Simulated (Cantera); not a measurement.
An isothermal, constant-pressure homogeneous reactor starts with CH3OH : O2 : N2 = 0.0078 : 0.0049 : 1 (molar parts), at 1275 K and 100000 Pa. Integrator tolerance rtol = 1e-08.

Computed with Cantera and GRI-Mech 3.0 (53 species, 325 reactions). GRI-Mech 3.0 was tuned for natural gas; its chemistry of methanol as a main component is partial and can be far from experiment.

**Question.** What does this change do: 0.013 parts CH4 added?

**Answer.** 
| quantity | before | after |
|---|---|---|
| x(CH3OH) at 10.0 s | <1e-12 (gas-phase equilibrium <1e-12) | 3.09e-9 (gas-phase equilibrium <1e-12) |
| x(O2) at 10.0 s | <1e-12 (gas-phase equilibrium <1e-12) | 1.41e-5 (gas-phase equilibrium <1e-12) |
| x(H2O) at 10.0 s | 0.00701 (gas-phase equilibrium 0.00700) | 0.00647 (gas-phase equilibrium 1.38e-7) |
| x(H2) at 10.0 s | 0.00823 (gas-phase equilibrium 0.00824) | 0.0155 (gas-phase equilibrium 0.0368) |
| x(CO) at 10.0 s | 0.00506 (gas-phase equilibrium 0.00505) | 0.00945 (gas-phase equilibrium 0.0166) |
| x(CH2) at 10.0 s | <1e-12 (gas-phase equilibrium <1e-12) | 5.73e-12 (gas-phase equilibrium <1e-12) |

**Question.** What does this change do: pressure from 100000 Pa to 1500000 Pa?

**Answer.** 
```csv
quantity,before,after
x(CH3OH) at 10.0 s,<1e-12 (gas-phase equilibrium <1e-12),4.02e-12 (gas-phase equilibrium <1e-12)
x(O2) at 10.0 s,<1e-12 (gas-phase equilibrium <1e-12),<1e-12 (gas-phase equilibrium <1e-12)
x(H2O) at 10.0 s,0.00701 (gas-phase equilibrium 0.00700),0.00819 (gas-phase equilibrium 0.00700)
x(H2) at 10.0 s,0.00823 (gas-phase equilibrium 0.00824),0.00704 (gas-phase equilibrium 0.00824)
x(CO) at 10.0 s,0.00506 (gas-phase equilibrium 0.00505),0.00623 (gas-phase equilibrium 0.00505)
x(CH2) at 10.0 s,<1e-12 (gas-phase equilibrium <1e-12),<1e-12 (gas-phase equilibrium <1e-12)
```
The pressure lies above the range GRI-Mech 3.0 was tuned for (to about 10 atm).
